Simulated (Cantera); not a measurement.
# Moist CO burnout

An isothermal, constant-pressure homogeneous reactor starts with CO : O₂ : H₂O : N₂ = 0.0027 : 0.009 : 0.09 : 1 (molar parts), equivalence ratio 0.15, at 1298 K and 5.00 bar.

Cantera simulation using GRI-Mech 3.0 (53 species, 325 reactions); the numbers are that mechanism's predictions, not measurements.

```csv
t (s),x CO,x O₂,x H₂O,x H₂,x O,x CO₂,x H
0.000700,0.00243,0.00816,0.0817,6.12e-6,3.47e-7,1.70e-5,4.05e-7
0.00144,0.00195,0.00796,0.0816,0.000103,3.29e-6,0.000499,3.46e-6
0.00297,0.000987,0.00747,0.0816,8.45e-5,1.93e-6,0.00147,1.91e-6
0.00613,0.000374,0.00715,0.0817,3.56e-5,6.40e-7,0.00208,5.27e-7
0.0126,9.96e-5,0.00700,0.0818,1.03e-5,2.00e-7,0.00235,1.04e-7
0.0261,1.59e-5,0.00696,0.0818,1.87e-6,6.40e-8,0.00244,1.25e-8
0.0537,1.48e-6,0.00695,0.0818,2.46e-7,2.12e-8,0.00245,1.02e-9
0.111,7.31e-8,0.00695,0.0818,5.23e-8,9.10e-9,0.00245,1.52e-10
0.228,2.61e-9,0.00695,0.0818,3.76e-8,6.67e-9,0.00245,9.63e-11
0.471,1.95e-9,0.00695,0.0818,3.70e-8,6.42e-9,0.00245,9.30e-11
0.970,1.95e-9,0.00695,0.0818,3.70e-8,6.40e-9,0.00245,9.28e-11
2.00,1.95e-9,0.00695,0.0818,3.70e-8,6.40e-9,0.00245,9.28e-11
```
x: mole fraction; the columns are a selection and need not sum to one.

Equilibrium at this temperature and pressure: CO 1.95e-9, O₂ 0.00691, H₂O 0.0818, H₂ 3.71e-8, O 6.39e-9, CO₂ 0.00245, H 9.29e-11 (gas phase only).
